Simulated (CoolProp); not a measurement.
R124 along the isobar 4.89 MPa: density (kg/m³) from the reference equation and from simpler models built on Tc = 122.3 °C, pc = 3.624 MPa, ω = 0.288; each cubic takes its own stable root.

Values from CoolProp's reference Helmholtz-energy equation of state, de Vries 1995.

```json
[
 {"T (°C)": "-19.25", "phase": "liquid", "reference": "1509", "van der Waals": "930.2", "Redlich-Kwong": "1344"},
 {"T (°C)": "-4.85", "phase": "liquid", "reference": "1468", "van der Waals": "909.0", "Redlich-Kwong": "1304"},
 {"T (°C)": "9.55", "phase": "liquid", "reference": "1425", "van der Waals": "886.7", "Redlich-Kwong": "1262"},
 {"T (°C)": "23.95", "phase": "liquid", "reference": "1381", "van der Waals": "863.0", "Redlich-Kwong": "1217"},
 {"T (°C)": "38.35", "phase": "liquid", "reference": "1334", "van der Waals": "837.7", "Redlich-Kwong": "1169"},
 {"T (°C)": "52.75", "phase": "liquid", "reference": "1284", "van der Waals": "810.4", "Redlich-Kwong": "…"},
 {"T (°C)": "67.15", "phase": "liquid", "reference": "1229", "van der Waals": "780.7", "Redlich-Kwong": "1059"},
 {"T (°C)": "81.55", "phase": "liquid", "reference": "1168", "van der Waals": "747.7", "Redlich-Kwong": "995.6"},
 {"T (°C)": "95.95", "phase": "liquid", "reference": "1097", "van der Waals": "710.3", "Redlich-Kwong": "922.9"},
 {"T (°C)": "110.45", "phase": "liquid", "reference": "1007", "van der Waals": "666.3", "Redlich-Kwong": "836.1"},
 {"T (°C)": "124.85", "phase": "supercritical", "reference": "878.4", "van der Waals": "612.1", "Redlich-Kwong": "725.9"},
 {"T (°C)": "139.25", "phase": "supercritical", "reference": "593.9", "van der Waals": "…", "Redlich-Kwong": "563.4"},
 {"T (°C)": "153.65", "phase": "supercritical", "reference": "367.1", "van der Waals": "426.8", "Redlich-Kwong": "389.1"},
 {"T (°C)": "168.05", "phase": "supercritical", "reference": "298.1", "van der Waals": "334.0", "Redlich-Kwong": "313.7"},
 {"T (°C)": "182.45", "phase": "supercritical", "reference": "…", "van der Waals": "286.3", "Redlich-Kwong": "273.5"},
 {"T (°C)": "196.85", "phase": "supercritical", "reference": "235.9", "van der Waals": "…", "Redlich-Kwong": "246.9"}
]
```

Question: Fill in the missing entries.

Answer: 
- 52.75, Redlich-Kwong: 1117
- 139.25, van der Waals: 538.0
- 182.45, reference: 260.8
- 196.85, van der Waals: 256.6
